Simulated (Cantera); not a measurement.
A freely propagating, adiabatic, planar premixed flame of H2 : O2 : N2 = 1 : 0.2 : 0.752 (molar parts), unburnt at 625 K and 0.987 atm; mixture-averaged transport, grid criteria slope 0.08 and curve 0.16, no radiation.

Detailed kinetics in Cantera: the H2/O2 subset of GRI-Mech 3.0, which has no nitrogen chemistry. Burning velocities carry a grid error of a few per cent, more on coarse grids.

x: mole fraction of selected species; z is measured from the peak of heat release.

```
z (mm)  T (K)  u (m/s)   x H2      x O2     x HO2      x H2O2      x OH       x H
------  -----  -------  -----  --------  --------  ----------  --------  --------
-1.43     625     9.15  0.512     0.102     <1e-8       <1e-8     <1e-8     <1e-8
-0.956    625     9.15  0.512     0.102     <1e-8       <1e-8     <1e-8     <1e-8
-0.717    625     9.15  0.512     0.102   1.33e-8       <1e-8     <1e-8     <1e-8
-0.478    625     9.15  0.512     0.102   1.73e-6       <1e-8     <1e-8   3.16e-7
-0.239    651     9.49  0.509     0.102  0.000210  (withheld)   6.98e-5  0.000479
-0.120    841     12.0  0.480    0.0965  0.000136  (withheld)  0.000441   0.00905
0        1207     16.8  0.388    0.0624   5.92e-5  (withheld)   0.00159    0.0488
0.120    1464     20.2  0.305    0.0153   1.42e-5  (withheld)   0.00254    0.0840
0.239    1571     21.6  0.287   0.00256   2.26e-6  (withheld)   0.00253    0.0869
0.478    1673     22.9  0.292  0.000285   2.54e-7  (withheld)   0.00271    0.0761
0.956    1782     24.2  0.302  0.000140   1.31e-7  (withheld)   0.00277    0.0608
1.91     1888     25.4  0.312   8.72e-5   8.53e-8  (withheld)   0.00256    0.0453
3.82     1981     26.4  0.321   4.60e-5   4.96e-8  (withheld)   0.00210    0.0315
```

### Question
Some entries are withheld; supply them.

### Answer

- -0.239, x H2O2: 2.88e-6
- -0.120, x H2O2: 4.90e-6
- 0, x H2O2: 1.20e-6
- 0.120, x H2O2: 5.59e-7
- 0.239, x H2O2: 3.14e-7
- 0.478, x H2O2: 2.21e-7
- 0.956, x H2O2: 1.41e-7
- 1.91, x H2O2: 7.81e-8
- 3.82, x H2O2: 3.90e-8
